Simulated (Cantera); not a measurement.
Cantera run, input and output.

```python
import numpy as np
import cantera as ct

gas = ct.Solution("gri30.yaml")
gas.TPX = 1948, 840, {'C2H4': 1, 'H2': 13}
inlet = ct.Reservoir(gas, clone=True)

reactor = ct.IdealGasConstPressureReactor(gas, energy="off", clone=False)
exhaust = ct.Reservoir(gas, clone=True)
tau = [5.6, 2.1, 0.83, 0.32, 0.12, 0.048, 0.018, 0.0071, 0.0028, 0.0011][0]
for a, b in ((inlet, reactor), (reactor, exhaust)):
    ct.MassFlowController(a, b, mdot=lambda t: reactor.mass / tau)
net = ct.ReactorNet([reactor])
show = ['C2H4', 'H2', 'CH2', 'CH4', 'C2H', 'C2H6']

rows = []
print(f"{'tau/s':>10s}{'T/K':>9s}" + "".join(f"{s:>11s}" for s in show))
for tau in [5.6, 2.1, 0.83, 0.32, 0.12, 0.048, 0.018, 0.0071, 0.0028, 0.0011]:
    net.initial_time = 0.0
    net.advance(30 * tau)
    before = gas.X
    net.advance(40 * tau)
    drift = np.max(np.abs(gas.X - before) / (gas.X + 1e-9))
    rows.append([gas.T, *gas[show].X, drift])
    print(f"{tau:10.3e}{gas.T:9.1f}" + "".join(f"{x:11.3e}" for x in gas[show].X))
```

It prints:

```
     tau/s      T/K       C2H4         H2        CH2        CH4        C2H       C2H6
 5.600e+00   1948.0  9.852e-06  9.247e-01  1.152e-07  4.946e-05  9.984e-06  3.164e-11
 2.100e+00   1948.0  2.459e-05  9.275e-01  5.388e-08  5.137e-05  6.664e-06  4.279e-11
 8.300e-01   1948.0  9.078e-05  9.302e-01  1.480e-08  4.489e-05  3.543e-06  1.058e-10
 3.200e-01   1948.0  3.909e-04  9.318e-01  5.882e-09  3.605e-05  1.691e-06  3.576e-10
 1.200e-01   1948.0  1.545e-03  9.325e-01  7.227e-09  2.675e-05  8.279e-07  1.060e-09
 4.800e-02   1948.0  4.706e-03  9.326e-01  1.204e-08  1.917e-05  4.579e-07  2.566e-09
 1.800e-02   1948.0  1.282e-02  9.322e-01  2.056e-08  1.270e-05  2.547e-07  5.879e-09
 7.100e-03   1948.0  2.700e-02  9.313e-01  2.976e-08  7.483e-06  1.337e-07  1.092e-08
 2.800e-03   1948.0  4.469e-02  9.302e-01  3.092e-08  3.233e-06  5.125e-08  1.570e-08
 1.100e-03   1948.0  5.865e-02  9.294e-01  2.005e-08  9.281e-07  1.257e-08  1.711e-08
```

Cantera simulation using GRI-Mech 3.0 (53 species, 325 reactions); the numbers are that mechanism's predictions, not measurements. GRI-Mech 3.0 was tuned for natural gas; its chemistry of ethylene as a main component is partial and can be far from experiment. GRI-Mech 3.0 stops at C3 and has no aromatics, soot or wall deposition, so with more carbon than oxygen in the feed, carbon stays in small species such as C2H2 where larger ones or solid carbon would form. Radical loss at walls, strong at low pressure, is not modelled.
